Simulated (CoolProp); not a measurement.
Neopentane at 293.15 K and 0.401 MPa is throttled through a valve to 0.211 MPa with no heat exchange. Each further row changes one setting.

Values from CoolProp's reference Helmholtz-energy equation of state, Lemmon 2006. It is a short technical equation, of lower accuracy than the large ones.

```json
[
 {"case": "as stated", "temperature change (K)": "…", "final phase": "liquid", "final density (kg/m³)": "590"},
 {"case": "outlet pressure 0.0633 MPa", "temperature change (K)": "…", "final phase": "two-phase, vapour fraction 0.157", "final density (kg/m³)": "…"},
 {"case": "outlet pressure 0.274 MPa", "temperature change (K)": "+0.0", "final phase": "liquid", "final density (kg/m³)": "590"}
]
```

Task: Complete the blanks.

Result: 
- as stated, temperature change (K): +0.1
- outlet pressure 0.0633 MPa, temperature change (K): -22.9
- outlet pressure 0.0633 MPa, final density (kg/m³): 13.2
